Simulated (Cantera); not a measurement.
An isothermal, constant-pressure homogeneous reactor starts with CH4 : H2O = 1 : 0.73 (molar parts), at 1748 K and 7500 Torr. Integrator tolerance rtol = 1e-08.

Cantera simulation using GRI-Mech 3.0 (53 species, 325 reactions); the numbers are that mechanism's predictions, not measurements. GRI-Mech 3.0 stops at C3 and has no aromatics, soot or wall deposition, so with more carbon than oxygen in the feed, carbon stays in small species such as C2H2 where larger ones or solid carbon would form.

Task: What does this change do: temperature 1748 to 1300 K?

Result: 
| quantity | before | after |
|---|---|---|
| x(CH4) at 5.00 s | 0.0546 (gas-phase equilibrium 0.0544) | 0.458 (gas-phase equilibrium 0.0919) |
| x(H2O) at 5.00 s | 0.000347 (gas-phase equilibrium 4.88e-5) | 0.398 (gas-phase equilibrium 0.00531) |
| x(C2H2) at 5.00 s | 0.0114 (gas-phase equilibrium 0.0113) | 0.0109 (gas-phase equilibrium 2.59e-6) |
| x(H) at 5.00 s | 6.12e-5 (gas-phase equilibrium 6.12e-5) | 8.77e-8 (gas-phase equilibrium 2.90e-7) |
| x(C2H) at 5.00 s | 6.86e-9 (gas-phase equilibrium 6.81e-9) | 4.29e-12 (gas-phase equilibrium <1e-12) |
| x(C2H6) at 5.00 s | 3.29e-5 (gas-phase equilibrium 3.27e-5) | 0.00163 (gas-phase equilibrium 1.70e-5) |
